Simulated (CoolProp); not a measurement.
Saturated liquid density (kg/m³) of benzene: the reference equation beside estimates from Tc = 288.9 °C, pc = 4.906 MPa, ω = 0.211. Rackett uses Z = 0.29056 − 0.08775 ω.

Values from CoolProp's reference Helmholtz-energy equation of state, Thol 2012.

| T (°C) | reference | Rackett | van der Waals | Redlich-Kwong | Soave-Redlich-Kwong | Peng-Robinson |
|---|---|---|---|---|---|---|
| 41.65 | … | 844.0 | 518.9 | 767.0 | 782.3 | 882.0 |
| 65.75 | 829.4 | 819.2 | 504.5 | 742.4 | … | 858.0 |
| 89.85 | 802.3 | 793.3 | 489.1 | 715.7 | 735.4 | 831.4 |
| 113.95 | … | 766.0 | 472.7 | 686.7 | 708.2 | 801.7 |
| 138.15 | 744.6 | … | 454.7 | … | 677.7 | 768.1 |
| 162.25 | 713.1 | 705.5 | 435.2 | 619.8 | 643.5 | 730.0 |
| 186.35 | … | 671.3 | 413.5 | 580.7 | 604.6 | 686.1 |
| 210.45 | 640.3 | 632.8 | 388.9 | 536.4 | 559.4 | 634.6 |
| 234.55 | … | 587.8 | 360.0 | 484.6 | … | 572.1 |

Question: What belongs in the gaps?

Answer: 
- 41.65, reference: 855.6
- 65.75, Soave-Redlich-Kwong: 760.0
- 113.95, reference: 774.2
- 138.15, Rackett: 736.8
- 138.15, Redlich-Kwong: 654.8
- 186.35, reference: 678.8
- 234.55, reference: 594.9
- 234.55, Soave-Redlich-Kwong: 505.4

Absolute difference from the reference over all 9 rows, mean and median: Rackett 1.1 and 1.1 %, van der Waals 39.1 and 39.1 %, Redlich-Kwong 13.0 and 12.1 %, Soave-Redlich-Kwong 10.1 and 9.0 %, Peng-Robinson 2.8 and 3.2 %.
